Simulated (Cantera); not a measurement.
An isothermal, constant-pressure homogeneous reactor starts with C2H6 : N2 = 1 : 46 (molar parts), at 1598 K and 0.987 atm. Integrator tolerance rtol = 1e-08.

Cantera simulation using GRI-Mech 3.0 (53 species, 325 reactions); the numbers are that mechanism's predictions, not measurements. GRI-Mech 3.0 stops at C3 and has no aromatics, soot or wall deposition, so with more carbon than oxygen in the feed, carbon stays in small species such as C2H2 where larger ones or solid carbon would form.

Q: What does this change do: N2 46 to 33 parts?

A: 
```tsv
quantity	before	after
x(C2H6) at 6.00 s	2.59e-8 (gas-phase equilibrium 3.18e-9)	4.85e-8 (gas-phase equilibrium 9.83e-9)
x(CH4) at 6.00 s	0.000496 (gas-phase equilibrium 0.000163)	0.000768 (gas-phase equilibrium 0.000333)
x(CH2) at 6.00 s	6.67e-10 (gas-phase equilibrium 2.18e-10)	7.63e-10 (gas-phase equilibrium 3.29e-10)
x(C2H4) at 6.00 s	9.03e-5 (gas-phase equilibrium 1.83e-5)	0.000166 (gas-phase equilibrium 4.17e-5)
x(H) at 6.00 s	1.07e-5 (gas-phase equilibrium 1.08e-5)	1.25e-5 (gas-phase equilibrium 1.26e-5)
x(C2H2) at 6.00 s	0.0201 (gas-phase equilibrium 0.00401)	0.0273 (gas-phase equilibrium 0.00674)
x(C2H) at 6.00 s	1.78e-8 (gas-phase equilibrium 3.54e-9)	2.08e-8 (gas-phase equilibrium 5.12e-9)
```

Q: What does this change do: C2H6 1 to 6.9 parts?

A: 
```csv
quantity,before,after
x(C2H6) at 6.00 s,2.59e-8 (gas-phase equilibrium 3.18e-9),1.78e-6 (gas-phase equilibrium 9.65e-7)
x(CH4) at 6.00 s,0.000496 (gas-phase equilibrium 0.000163),0.00843 (gas-phase equilibrium 0.00626)
x(CH2) at 6.00 s,6.67e-10 (gas-phase equilibrium 2.18e-10),2.36e-9 (gas-phase equilibrium 1.72e-9)
x(C2H4) at 6.00 s,9.03e-5 (gas-phase equilibrium 1.83e-5),0.00214 (gas-phase equilibrium 0.00114)
x(H) at 6.00 s,1.07e-5 (gas-phase equilibrium 1.08e-5),2.36e-5 (gas-phase equilibrium 2.38e-5)
x(C2H2) at 6.00 s,0.0201 (gas-phase equilibrium 0.00401),0.0982 (gas-phase equilibrium 0.0512)
x(C2H) at 6.00 s,1.78e-8 (gas-phase equilibrium 3.54e-9),3.96e-8 (gas-phase equilibrium 2.05e-8)
```

Q: What does this change do: temperature 1598 to 1125 K?

A: 
| quantity | before | after |
|---|---|---|
| x(C2H6) at 6.00 s | 2.59e-8 (gas-phase equilibrium 3.18e-9) | 0.000114 (gas-phase equilibrium 9.32e-6) |
| x(CH4) at 6.00 s | 0.000496 (gas-phase equilibrium 0.000163) | 0.00240 (gas-phase equilibrium 0.0170) |
| x(CH2) at 6.00 s | 6.67e-10 (gas-phase equilibrium 2.18e-10) | <1e-12 (gas-phase equilibrium <1e-12) |
| x(C2H4) at 6.00 s | 9.03e-5 (gas-phase equilibrium 1.83e-5) | 0.0112 (gas-phase equilibrium 0.00163) |
| x(H) at 6.00 s | 1.07e-5 (gas-phase equilibrium 1.08e-5) | 9.23e-8 (gas-phase equilibrium 5.39e-9) |
| x(C2H2) at 6.00 s | 0.0201 (gas-phase equilibrium 0.00401) | 0.00820 (gas-phase equilibrium 0.00267) |
| x(C2H) at 6.00 s | 1.78e-8 (gas-phase equilibrium 3.54e-9) | 2.38e-12 (gas-phase equilibrium <1e-12) |
